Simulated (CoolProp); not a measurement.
Saturation properties of decamethylcyclopentasiloxane (D5) (Tc = 618.3 K, pc = 1.078 MPa, ω = 0.631).

Model: reference Helmholtz-energy equation of state, Thol 2019, in CoolProp.

| T (K) | p (MPa) | liquid density (kg/m³) | vapour density (kg/m³) | enthalpy of vaporisation (kJ/kg) | surface tension (mN/m) |
|---|---|---|---|---|---|
| 351.5 | 0.0008190 | (withheld) | 0.1041 | 154.7 | (withheld) |
| 358.6 | 0.001206 | 889.1 | 0.1504 | 152.3 | 13.6 |
| 365.7 | 0.001739 | 881.4 | 0.2129 | 149.8 | 13.1 |
| 372.8 | 0.002460 | 873.8 | 0.2959 | 147.4 | 12.6 |
| 379.9 | 0.003419 | 866.1 | 0.4042 | 145.0 | 12.1 |
| 387 | 0.004673 | 858.3 | 0.5435 | 142.7 | (withheld) |
| 394.1 | 0.006289 | 850.5 | 0.7200 | 140.3 | 11.2 |
| 401.2 | 0.008342 | 842.6 | (withheld) | 138.0 | 10.7 |
| 408.2 | 0.01088 | 834.8 | 1.210 | 135.7 | 10.2 |
| 415.3 | (withheld) | 826.8 | 1.543 | 133.3 | 9.76 |
| 422.4 | 0.01796 | 818.7 | 1.946 | 131.0 | 9.30 |
| 429.5 | 0.02269 | 810.5 | 2.430 | 128.6 | 8.85 |

Q: Fill in the missing entries.

A: 
- 351.5, liquid density (kg/m³): 896.7
- 351.5, surface tension (mN/m): 14.1
- 387, surface tension (mN/m): 11.6
- 401.2, vapour density (kg/m³): 0.9408
- 415.3, p (MPa): 0.01406

It boils at 484.1 K under 1 atm.

Surface tension comes from a separate correlation (Mulero 2014), older than this fluid's equation and unchecked against measurements.
